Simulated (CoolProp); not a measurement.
Vapour-liquid equilibrium of n-heptane (1) + toluene (2) at 361.3 K; x and y are mole fractions of (1).

Computed with CoolProp (multi-fluid Helmholtz-energy mixture model, Span 2003 and Lemmon 2006; pair parameters Bell 2016).

```tsv
x	bubble pressure (MPa)	y at the bubble point	dew pressure at overall composition x (MPa)	liquid density (mol/L)
0.05	0.05375	0.094	0.05250	8.538
0.125	0.05712	0.209	0.05464	8.301
0.2	0.05994	0.303	0.05685	8.077
0.275	0.06234	0.383	0.05910	7.862
0.35	0.06440	0.454	0.06136	7.658
0.425	0.06619	0.520	0.06356	7.463
0.5	0.06776	0.583	0.06565	7.277
0.575	0.06915	0.644	0.06757	7.099
0.65	0.07037	0.704	0.06928	6.929
0.725	0.07144	0.765	0.07076	6.767
0.8	0.07237	0.826	0.07199	6.611
0.875	0.07318	0.890	0.07300	6.462
0.95	0.07386	0.955	0.07381	6.318
```

No azeotrope shows between x = 0.05 and 0.95.

The pair parameters rest on a limited set of measurements; away from them the model extrapolates.
